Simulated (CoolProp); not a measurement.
Values from CoolProp's reference Helmholtz-energy equation of state, Thol 2017.

Task: For octamethyltrisiloxane (MDM), give the phase and the cv (kJ/(kg K)), Joule-Thomson coefficient (K/MPa), isothermal compressibility (1/MPa) at 279.95 °C and 1.05 MPa.

Result: 
- 279.95 °C and 1.05 MPa: gas; cv 2.08, Joule-Thomson coefficient 23.9, isothermal compressibility 2.02
